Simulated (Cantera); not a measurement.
Cantera run:

```python
import numpy as np
import cantera as ct

gas_names = """
    O3 TiCL4 CL2
""".split()
cond_names = """
    Ti2O3(a) Ti2O3(b) Ti2O3(L)
""".split()


def load(file, names, dense=False):
    # The tables refer to 1 bar. Condensed volumes are neglected.
    table = {s.name: s for s in ct.Species.list_from_file(file)}
    out = []
    for n in names:
        d = dict(table[n].input_data)
        d["thermo"] = dict(d["thermo"], **{"reference-pressure": 1e5})
        if dense:
            d["equation-of-state"] = {"model": "constant-volume", "density": "1e6 g/cm^3"}
        out.append(ct.Species.from_dict(d))
    return out


species = {s.name: s for s in load("nasa_gas.yaml", gas_names) + load("nasa_condensed.yaml", cond_names)}
# Each term lists the table entries of one substance; the one whose range holds T is used.
reactions = {
    'O3(g) + 2 TiCl4(g) = Ti2O3 + 4 Cl2(g)':
        [(-1, ['O3']), (-2, ['TiCL4']), (1, ['Ti2O3(a)', 'Ti2O3(b)', 'Ti2O3(L)']), (4, ['CL2'])],
}


def pick(names, T):
    return next(species[n] for n in names if species[n].thermo.min_temp <= T <= species[n].thermo.max_temp)


results = []
for label, terms in reactions.items():
    print(label)
    print("     T/K   dH/kJ  dS/(J/K)   dG/kJ   log10 K")
    for T in [473, 623, 773, 923, 1073]:
        used = [(nu, pick(names, T)) for nu, names in terms]
        dH = sum(nu * s.thermo.h(T) for nu, s in used) / 1e6
        dS = sum(nu * s.thermo.s(T) for nu, s in used) / 1e3
        dG = dH - T * dS / 1e3
        logK = -dG * 1e6 / (ct.gas_constant * T * np.log(10))
        results.append((label, T, dH, dS, dG, logK, [s.name for _, s in used]))
        print(f"{T:8g} {dH:8.1f} {dS:8.1f} {dG:8.1f} {logK:8.2f}")
```

Output:

```
O3(g) + 2 TiCl4(g) = Ti2O3 + 4 Cl2(g)
     T/K   dH/kJ  dS/(J/K)   dG/kJ   log10 K
     473   -132.8     29.1   -146.6    16.18
     623   -129.5     35.1   -151.4    12.69
     773   -125.8     40.4   -157.1    10.61
     923   -121.9     45.0   -163.5     9.25
    1073   -117.9     49.0   -170.5     8.30
```

Cantera with NASA thermochemical tables; ideal gases at 1 bar, condensed phases pure. Condensed species are held in their standard states even where they would react or evaporate.
